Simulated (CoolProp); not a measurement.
Sulfur dioxide along the isobar 41.5 bar: density (kg/m³) from the reference equation and from simpler models built on Tc = 157.5 °C, pc = 78.87 bar, ω = 0.256; each cubic takes its own stable root.

The numbers come from the reference Helmholtz-energy equation of state, Gao 2016 in CoolProp.

```csv
T (°C),phase,reference
130.45,gas,112.7
141.55,gas,103.8
152.55,gas,97.06
163.55,gas,91.65
174.65,gas,87.07
185.65,gas,83.17
196.65,gas,79.76
207.75,gas,76.70
218.75,gas,73.97
229.75,gas,71.49
240.85,gas,69.21
251.85,gas,67.13
```

Question: How far does each simpler model (van der Waals, Redlich-Kwong, Soave-Redlich-Kwong, Peng-Robinson) lie from the reference over these 12 states: mean and median of the absolute difference, and the worst?

Answer: 
- van der Waals: mean 2.4 %, median 1.1 %, worst -9.1 % at 130.45 °C and 41.5 bar
- Redlich-Kwong: mean 1.2 %, median 1.0 %, worst -4.0 % at 130.45 °C and 41.5 bar
- Soave-Redlich-Kwong: mean 0.8 %, median 0.4 %, worst -2.5 % at 130.45 °C and 41.5 bar
- Peng-Robinson: mean 1.4 %, median 1.5 %, worst +1.6 % at 174.65 °C and 41.5 bar
